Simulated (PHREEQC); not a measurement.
A made-up water analysis in mg/kgw, 25 °C, pH 7.13, pe -1.9:

```json
[
 {"constituent": "Na", "mg/kgw": "99"},
 {"constituent": "K", "mg/kgw": "0.394"},
 {"constituent": "Ca", "mg/kgw": "37.1"},
 {"constituent": "Mg", "mg/kgw": "11"},
 {"constituent": "Cl", "mg/kgw": "54.9"},
 {"constituent": "S(6) as SO4", "mg/kgw": "26.9"},
 {"constituent": "Alkalinity as HCO3", "mg/kgw": "301"},
 {"constituent": "Mn(2)", "mg/kgw": "0.075"},
 {"constituent": "N(-3) as NH4", "mg/kgw": "0.0412"},
 {"constituent": "Si as SiO2", "mg/kgw": "0.0809"},
 {"constituent": "Br", "mg/kgw": "0.3"},
 {"constituent": "Fe(2)", "mg/kgw": "0.783"},
 {"constituent": "Sr", "mg/kgw": "0.158"}
]
```

Valence states are taken as typed.

The numbers come from PHREEQC with the ion-association model, wateq4f.dat.

| Quantity | Value |
|---|---|
| ionic strength | 0.00848 mol/kgw |
| charge-balance error | 0.5 % |

| species | molality | activity | log γ |
|---|---|---|---|
| HCO3- | 0.00485 | 0.00442 | -0.040 |
| Na+ | 0.00429 | 0.00390 | -0.041 |
| Cl- | 0.00155 | 0.00140 | -0.042 |
| Ca+2 | 0.000866 | 0.000597 | -0.162 |
| CO2 | 0.000735 | 0.000737 | 0.001 |
| Mg+2 | 0.000423 | 0.000293 | -0.159 |
| SO4-2 | 0.000245 | 0.000168 | -0.164 |
| CaHCO3+ | 3.69e-5 | 3.36e-5 | -0.040 |
| CaSO4 | 2.00e-5 | 2.00e-5 | 0.001 |
| MgHCO3+ | 1.67e-5 | 1.52e-5 | -0.042 |
| MgSO4 | 1.15e-5 | 1.15e-5 | 0.001 |
| K+ | 1.01e-5 | 9.13e-6 | -0.042 |
| Fe+2 | 9.95e-6 | 6.90e-6 | -0.159 |

Precipitation was switched off in this run. The solution is supersaturated, for example in Siderite, so a real one may precipitate; this is no full list. Species that the database lacks are ignored.
